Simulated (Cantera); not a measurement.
**SiH4 + Cl2 + H2 (silicon epitaxy and polysilicon growth)**

Feed: 1 mol SiH4, 0.12 mol Cl2, 9.9 mol H2, held at 0.00133 bar.

Equilibrium computed with Cantera from the NASA thermochemical tables; the gas is ideal and each condensed phase is pure. Candidate condensed phases: Si; 19 gas species. The tables' values for SiCl, SiCl3 are old estimates; treat these amounts as uncertain. Gases not in the tables: Si2H6 and higher silanes. Equilibrium is a limit: real reactors are often held back by kinetics, nucleation or transport.

| T (°C) | log p H2 | log p HCl | log p H | log p SiCl2 | log p Si | n Si(s) | n Si(l) |
|---|---|---|---|---|---|---|---|
| 950 | -2.88 | -4.61 | -7.96 | -5.96 | -11.49 | 0.990 | 0 |
| 1000 | -2.88 | -4.62 | -7.59 | -5.93 | -10.74 | 0.989 | 0 |
| 1050 | -2.88 | -4.62 | -7.24 | -5.91 | -10.05 | 0.989 | 0 |
| 1100 | -2.88 | -4.62 | -6.92 | -5.90 | -9.41 | 0.988 | 0 |
| 1150 | -2.88 | -4.62 | -6.62 | -5.88 | -8.82 | 0.988 | 0 |
| 1200 | -2.88 | -4.62 | -6.34 | -5.86 | -8.26 | 0.988 | 0 |
| 1250 | -2.88 | -4.62 | -6.08 | -5.85 | -7.74 | 0.987 | 0 |
| 1300 | -2.88 | -4.63 | -5.83 | -5.84 | -7.26 | 0.986 | 0 |
| 1350 | -2.88 | -4.63 | -5.60 | -5.83 | -6.81 | 0.985 | 0 |
| 1400 | -2.88 | -4.63 | -5.39 | -5.82 | -6.38 | 0.982 | 0 |
| 1450 | -2.89 | -4.63 | -5.18 | -5.84 | -6.01 | 0 | 0.976 |
log p: log10 of the partial pressure in bar; n: condensed amount in mol.

From 950 °C to 1400 °C the condensed part is Si(s). At 1450 °C the condensed part is Si(l). The main Si-bearing gas is SiCl2 throughout. The share of Si in condensed phases is highest at 950 °C (99.0 %) and lowest at 1450 °C (97.6 %).
